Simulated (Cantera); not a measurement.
Input: 1 mol HgO, 0.21 mol H2, held at 975 °C and 22.0 mbar.

Method: chemical equilibrium by Gibbs-energy minimisation in Cantera with the NASA 1993 tables (ideal gas, pure condensed phases). Candidate condensed phases: H2O, Hg, HgO; 10 gas species. The numbers say what is thermodynamically allowed, not how fast it happens.

Base state: Hg 0.623, O2 0.246, H2O 0.131, OH 1.73e-5 (mole fractions); condensed: gas only.

What changes in the equilibrium state with this change: 0.014 mol NH3 added?


```json
[
 {"species": "Hg", "before": "0.623", "after": "0.616"},
 {"species": "O2", "before": "0.246", "after": "0.237"},
 {"species": "H2O", "before": "0.131", "after": "0.142"},
 {"species": "N2", "before": "0", "after": "0.00430"},
 {"species": "NO", "before": "0", "after": "2.18e-5"},
 {"species": "OH", "before": "1.73e-5", "after": "1.79e-5"}
]
```
